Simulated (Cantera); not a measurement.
Charge: 1 mol Fe2O3, 0.045 mol Cl2, at 100000 Pa.

Cantera equilibrium calculation (NASA polynomials, part measured and part estimated; ideal gas, pure solids and liquids). Candidate condensed phases: Fe, FeCl2, FeCl3, FeO, Fe2O3, Fe3O4; 13 gas species. Rates play no part.

### Question
At 1300 °C, list the 7 most abundant gas species with their mole fractions, and the condensed phases.

### Answer
O2 0.349, FeCl2 0.247, FeCl3 0.215, Cl2 0.151, Cl 0.0362, Fe2Cl4 0.00143, ClO 0.000481. Condensed: Fe2O3(s).
